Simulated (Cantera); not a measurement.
# Thermodynamics of aluminium and copper etching, feed Cu + F2 + N2

Feed: 1 mol Cu, 0.61 mol F2, 6.4 mol N2, equilibrated at 10.0 mbar.

Method: chemical equilibrium by Gibbs-energy minimisation in Cantera with the NASA 1993 tables (ideal gas, pure condensed phases). Candidate condensed phases: Cu, CuF2; 11 gas species. Mutual solubility and eutectic melting of coexisting phases are not modelled. Rates play no part.

```
T (°C)   x N2   x CuF  x CuF2       x F     x Cu  n Cu(s)  n CuF2(l)
------  -----  ------  ------  --------  -------  -------  ---------
875     0.902  0.0506  0.0475   1.31e-7  2.72e-7    0.211     0.0934
925     0.876  0.0805  0.0433   3.26e-7  1.16e-6   0.0960          0
975     0.865   0.105  0.0297   6.63e-7  4.30e-6        0          0
1025    0.865   0.105  0.0297   2.31e-6  6.20e-6        0          0
1075    0.865   0.105  0.0297   7.37e-6  8.69e-6        0          0
1125    0.865   0.105  0.0297   2.16e-5  1.19e-5        0          0
1175    0.865   0.105  0.0297   5.87e-5  1.60e-5        0          0
1225    0.865   0.105  0.0296  0.000149  2.11e-5        0          0
```
x: gas mole fraction; n: condensed amount in mol.

At 875 °C the condensed part is Cu(s) + CuF2(l). At 925 °C the condensed part is Cu(s). From 975 °C to 1225 °C nothing is condensed. The main Cu-bearing gas is CuF throughout.
